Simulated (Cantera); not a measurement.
# Boron, boron nitride and boron oxide: borazine + N₂ + H₂

Feed: 1 mol borazine, 0.65 mol N₂, 160 mol H₂, equilibrated at 0.133 bar.

These are equilibrium values from Cantera (NASA tables, ideal gas, pure condensed phases), not measurements of a reactor. Candidate condensed phases: B, BN; 15 gas species. The feed counts by its element totals alone. Mutual solubility and eutectic melting of coexisting phases are not modelled. The tables' values for BH₂ are old estimates; treat these amounts as uncertain. Gases not in the tables: B₂H₆ and higher boranes. Equilibrium is a limit: real reactors are often held back by kinetics, nucleation or transport.

| T (°C) | log p H₂ | log p H | log p N₂ | log p BH₂ | log p B | log p BH₃ | log p BH | log p NH₃ | n BN(s) | n B(s) |
|---|---|---|---|---|---|---|---|---|---|---|
| 875 | -0.88 | -7.58 | -3.28 | <-12 | <-12 | -12.67 | <-12 | -6.56 | 3.00 | 0 |
| 975 | -0.88 | -6.77 | -3.28 | -11.50 | <-12 | -11.42 | <-12 | -6.77 | 3.00 | 0 |
| 1075 | -0.88 | -6.07 | -3.28 | -10.12 | <-12 | -10.36 | <-12 | -6.94 | 3.00 | 0 |
| 1175 | -0.88 | -5.47 | -3.28 | -8.93 | <-12 | -9.45 | <-12 | -7.09 | 3.00 | 0 |
| 1275 | -0.88 | -4.95 | -3.28 | -7.90 | <-12 | -8.65 | -12.48 | -7.22 | 3.00 | 0 |
| 1375 | -0.88 | -4.49 | -3.28 | -6.99 | -11.69 | -7.96 | -11.08 | -7.34 | 3.00 | 0 |
| 1475 | -0.88 | -4.08 | -3.28 | -6.19 | -10.23 | -7.35 | -9.84 | -7.44 | 3.00 | 0 |
| 1575 | -0.88 | -3.71 | -3.28 | -5.48 | -8.93 | -6.81 | -8.74 | -7.53 | 3.00 | 0 |
| 1675 | -0.88 | -3.39 | -3.27 | -4.84 | -7.76 | -6.33 | -7.76 | -7.61 | 2.98 | 0 |
| 1775 | -0.88 | -3.09 | -3.26 | -4.28 | -6.72 | -5.90 | -6.88 | -7.68 | 2.93 | 0 |
| 1875 | -0.88 | -2.82 | -3.04 | -3.87 | -5.88 | -5.62 | -6.18 | -7.64 | 2.02 | 0.805 |
| 1975 | -0.89 | -2.58 | -2.76 | -3.67 | -5.28 | -5.53 | -5.72 | -7.57 | 0 | 2.72 |
log p: log10 of the partial pressure in bar; n: condensed amount in mol.

From 875 °C to 1775 °C the condensed part is BN(s). At 1875 °C the condensed part is B(s) + BN(s). At 1975 °C the condensed part is B(s).
